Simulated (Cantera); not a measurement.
## Equilibrium for silicon epitaxy and polysilicon growth: SiCl4 + Cl2 + N2

Input: 1 mol SiCl4, 0.34 mol Cl2, 4.2 mol N2, held at 5300 Pa.

Method: chemical equilibrium by Gibbs-energy minimisation in Cantera with the NASA 1993 tables (ideal gas, pure condensed phases). Candidate condensed phases: Si, Si3N4; 13 gas species. The tables' values for SiCl3 are old estimates; treat these amounts as uncertain. The numbers say what is thermodynamically allowed, not how fast it happens.

| T (K) | x N2 | x SiCl4 | x Cl | x Cl2 | x SiCl3 | x SiCl2 |
|---|---|---|---|---|---|---|
| 950 | 0.758 | 0.180 | 0.000190 | 0.0613 | 3.84e-10 | <1e-12 |
| 1050 | 0.758 | 0.180 | 0.000849 | 0.0609 | 9.88e-9 | <1e-12 |
| 1150 | 0.757 | 0.180 | 0.00291 | 0.0598 | 1.44e-7 | 1.27e-12 |
| 1250 | 0.755 | 0.180 | 0.00810 | 0.0571 | 1.39e-6 | 7.67e-11 |
| 1350 | 0.751 | 0.179 | 0.0188 | 0.0514 | 9.78e-6 | 2.67e-9 |
| 1450 | 0.744 | 0.177 | 0.0367 | 0.0419 | 5.52e-5 | 6.30e-8 |
| 1550 | 0.735 | 0.175 | 0.0603 | 0.0295 | 0.000270 | 1.16e-6 |
| 1650 | 0.726 | 0.172 | 0.0839 | 0.0174 | 0.00120 | 1.85e-5 |
| 1750 | 0.717 | 0.166 | 0.103 | 0.00916 | 0.00483 | 0.000251 |
x: gas mole fraction; nothing condenses.

From 950 K to 1750 K nothing is condensed. The main Si-bearing gas is SiCl4 throughout.
